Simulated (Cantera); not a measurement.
## Transport properties of process gases

Gas mixture: 100 % NO, at 58.0 Pa, frozen composition.

Cantera's kinetic-theory transport with the Lennard-Jones parameters of GRI-Mech 3.0, ideal gas; thermal conductivity in the multicomponent form. The composition is frozen, though it would react at the higher temperatures.

```tsv
T (K)	ρ (kg/m³)	cp (J/kg/K)	μ (µPa s)	λ (mW/m/K)	Pr	D (cm²/s) H₂O	D (cm²/s) O	D (cm²/s) H₂
400	0.000523	998.6	23.1	32.5	0.711	683	921	2210
650	0.000322	1054	32.3	48.1	0.708	1680	2100	4990
900	0.000233	1114	40.1	63.1	0.707	2990	3610	8560
1150	0.000182	1153	47.0	76.7	0.707	4570	5440	12900
1400	0.000150	1181	53.4	89.3	0.707	6400	7530	17800
1650	0.000127	1202	59.4	101	0.706	8460	9890	23400
```
D: mixture-averaged diffusion coefficient of that species in the mixture.
